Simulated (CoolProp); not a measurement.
Aqueous methanol as a coolant, 27 % by mass, freezing at -22.3 °C, 1 atm.

Values from CoolProp's Melinder's fits for secondary coolants.

| T (°C) | Prandtl number | density (kg/m³) | viscosity (mPa s) | conductivity (W/(m K)) |
|---|---|---|---|---|
| -15.6 | 66.6 | 968.8 | 7.30 | 0.417 |
| -8.9 | 48.0 | 966.9 | 5.25 | 0.423 |
| -2.2 | 35.6 | 964.8 | 3.90 | ___ |
| 4.5 | 27.1 | 962.5 | ___ | 0.434 |
| 11.2 | 21.1 | 959.9 | 2.33 | 0.440 |
| 17.9 | 16.8 | 957.1 | 1.86 | 0.445 |
| 24.6 | 13.6 | ___ | 1.52 | 0.451 |
| 31.2 | 11.2 | 950.9 | 1.27 | ___ |

**Question.** What belongs in the gaps?

**Answer.** 
- -2.2, conductivity (W/(m K)): 0.428
- 4.5, viscosity (mPa s): 2.97
- 24.6, density (kg/m³): 954.1
- 31.2, conductivity (W/(m K)): 0.457
